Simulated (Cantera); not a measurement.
Input: 1 mol Al, a varied amount of HCl, 1.1 mol N₂, at 750 K and 13.3 mbar.

Cantera equilibrium calculation (NASA polynomials, part measured and part estimated; ideal gas, pure solids and liquids). Candidate condensed phases: Al, AlCl₃, AlN, NH₄Cl; 20 gas species. Equilibrium is a limit: real reactors are often held back by kinetics, nucleation or transport.

Question: Which condensed phases are stable at each of these points (n(HCl) (mol)): 1.3, 1.6, 1.8, 2.1, 2.5, 2.9, 3.4, 3.9, 4.6, 5.4?

Answer: 
| n(HCl) (mol) | condensed phases | Al condensed (%) |
|---|---|---|
| 1.3 | AlN(s) | 65.4 |
| 1.6 | AlN(s) | 57.2 |
| 1.8 | AlN(s) | 51.7 |
| 2.1 | AlN(s) | 43.4 |
| 2.5 | AlN(s) | 32.4 |
| 2.9 | AlN(s) | 21.4 |
| 3.4 | AlN(s) | 7.5 |
| 3.9 | gas only | 0.0 |
| 4.6 | gas only | 0.0 |
| 5.4 | gas only | 0.0 |

From 1.3 mol HCl to 3.4 mol HCl the condensed part is AlN(s). From 3.9 mol HCl to 5.4 mol HCl nothing is condensed.
